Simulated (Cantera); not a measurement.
## Ignition delay

Mixture: 8.64 % CH4, 12.1 % H2, 15.5 % O2, 63.7 % N2, equivalence ratio 1.5, at 0.310 bar, adiabatic and at constant pressure. Ignition delay is the time to a rise of 400 K.

Computed with Cantera and GRI-Mech 3.0 (53 species, 325 reactions).

| T0 (K) | delay (ms) |
|---|---|
| 1100 | 4.99 |
| 1200 | 2.02 |
| 1300 | 0.957 |
| 1400 | 0.516 |
| 1500 | 0.308 |
| 1600 | 0.198 |
| 1700 | 0.133 |
| 1800 | 0.0929 |

The apparent activation energy between 1600 and 1800 K is 90 kJ/mol.
